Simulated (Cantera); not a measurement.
An adiabatic, constant-volume homogeneous reactor starts with 6.03 % CH₃OH, 17.4 % O₂, 65.1 % N₂, 11.5 % H₂O, equivalence ratio 0.52, at 1375 K and 0.207 atm.

Detailed kinetics in Cantera: GRI-Mech 3.0 (53 species, 325 reactions). GRI-Mech 3.0 was tuned for natural gas; its chemistry of methanol as a main component is partial and can be far from experiment.

x: mole fraction; the columns are a selection and need not sum to one.

```json
[
 {"t (s)": "2.00e-6", "T (K)": "1375", "P (bar)": "0.210", "x CH₃OH": "0.0603", "x O₂": "0.174", "x H₂O": "0.115", "x CH₄": "5.01e-10", "x CH₂": "5.05e-9", "x H": "2.34e-8"},
 {"t (s)": "5.34e-6", "T (K)": "1375", "P (bar)": "0.210", "x CH₃OH": "0.0603", "x O₂": "0.174", "x H₂O": "0.115", "x CH₄": "3.55e-9", "x CH₂": "5.08e-9", "x H": "3.86e-8"},
 {"t (s)": "1.43e-5", "T (K)": "1375", "P (bar)": "0.210", "x CH₃OH": "0.0603", "x O₂": "0.174", "x H₂O": "0.115", "x CH₄": "___", "x CH₂": "5.08e-9", "x H": "4.20e-8"},
 {"t (s)": "3.81e-5", "T (K)": "1375", "P (bar)": "0.210", "x CH₃OH": "0.0603", "x O₂": "0.174", "x H₂O": "0.115", "x CH₄": "1.68e-7", "x CH₂": "5.08e-9", "x H": "4.45e-8"},
 {"t (s)": "0.000102", "T (K)": "1375", "P (bar)": "0.210", "x CH₃OH": "0.0603", "x O₂": "0.174", "x H₂O": "0.115", "x CH₄": "1.03e-6", "x CH₂": "5.08e-9", "x H": "5.17e-8"},
 {"t (s)": "0.000271", "T (K)": "1375", "P (bar)": "0.210", "x CH₃OH": "0.0602", "x O₂": "0.174", "x H₂O": "0.115", "x CH₄": "5.04e-6", "x CH₂": "5.08e-9", "x H": "7.47e-8"},
 {"t (s)": "0.000724", "T (K)": "1375", "P (bar)": "0.210", "x CH₃OH": "0.0600", "x O₂": "0.174", "x H₂O": "0.115", "x CH₄": "___", "x CH₂": "5.08e-9", "x H": "___"},
 {"t (s)": "0.00193", "T (K)": "1382", "P (bar)": "0.212", "x CH₃OH": "0.0566", "x O₂": "0.172", "x H₂O": "0.116", "x CH₄": "3.18e-5", "x CH₂": "5.59e-9", "x H": "1.87e-6"},
 {"t (s)": "0.00516", "T (K)": "2393", "P (bar)": "0.381", "x CH₃OH": "<1e-12", "x O₂": "0.0797", "x H₂O": "0.212", "x CH₄": "<1e-12", "x CH₂": "<1e-12", "x H": "0.00181"},
 {"t (s)": "0.0138", "T (K)": "2397", "P (bar)": "0.382", "x CH₃OH": "<1e-12", "x O₂": "0.0790", "x H₂O": "0.213", "x CH₄": "<1e-12", "x CH₂": "<1e-12", "x H": "0.00169"},
 {"t (s)": "0.0368", "T (K)": "2393", "P (bar)": "0.381", "x CH₃OH": "<1e-12", "x O₂": "0.0777", "x H₂O": "0.213", "x CH₄": "<1e-12", "x CH₂": "<1e-12", "x H": "0.00165"},
 {"t (s)": "0.0982", "T (K)": "2387", "P (bar)": "0.380", "x CH₃OH": "<1e-12", "x O₂": "0.0758", "x H₂O": "0.213", "x CH₄": "<1e-12", "x CH₂": "<1e-12", "x H": "0.00159"},
 {"t (s)": "0.262", "T (K)": "2385", "P (bar)": "0.380", "x CH₃OH": "<1e-12", "x O₂": "0.0751", "x H₂O": "0.214", "x CH₄": "<1e-12", "x CH₂": "<1e-12", "x H": "0.00157"},
 {"t (s)": "0.700", "T (K)": "2385", "P (bar)": "0.380", "x CH₃OH": "<1e-12", "x O₂": "0.0750", "x H₂O": "0.214", "x CH₄": "<1e-12", "x CH₂": "<1e-12", "x H": "0.00157"}
]
```

What belongs in the gaps?


- 1.43e-5, x CH₄: 2.48e-8
- 0.000724, x CH₄: 1.58e-5
- 0.000724, x H: 1.76e-7
